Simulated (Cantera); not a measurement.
A closed system holds: 1 mol Fe, 0.012 mol CO2, 58 mol H2, 1.9 mol SO2, at 1625 °C and 1.33 mbar.

Equilibrium computed with Cantera from the NASA thermochemical tables; the gas is ideal and each condensed phase is pure. Candidate condensed phases: C, C6H6, C7H8, C8H18, Fe, Fe(CO)5, FeO, Fe(OH)2, Fe(OH)3, FeS, FeSO4, FeS2, Fe2O3, Fe2(SO4)3, Fe3O4, H2O, H2SO4, S; 127 gas species. Equilibrium is a limit: real reactors are often held back by kinetics, nucleation or transport.

Base state: H2 0.880, H2O 0.0604, H 0.0201, Fe 0.0165, S2 0.00890, SH 0.00499, S 0.00407, H2S 0.00240 (mole fractions); condensed: gas only.

What changes in the equilibrium state with this change: CO2 from 0.012 to 0.23 mol?


| species | before | after |
|---|---|---|
| H2 | 0.880 | 0.874 |
| H2O | 0.0604 | 0.0635 |
| H | 0.0201 | 0.0200 |
| CO | 0.000195 | 0.00371 |
| Fe | 0.0165 | 0.0164 |
| CO2 | 3.17e-6 | 6.42e-5 |
| SO2 | 0.000276 | 0.000308 |
| OH | 0.000113 | 0.000119 |
| FeO | 1.74e-5 | 1.84e-5 |
